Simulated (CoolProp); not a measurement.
The numbers come from the reference Helmholtz-energy equation of state, Setzmann 1991 in CoolProp.

Question: For methane, give the phase and the cv (kJ/(kg K)), Prandtl number at 15.95 °C and 7670 kPa.

Answer: 
- 15.95 °C and 7670 kPa: supercritical; cv 1.77, Prandtl number 0.901

Viscosity comes from a separate model (Quiñones-Cisneros 2006). Thermal conductivity comes from a separate model (Friend 1989).
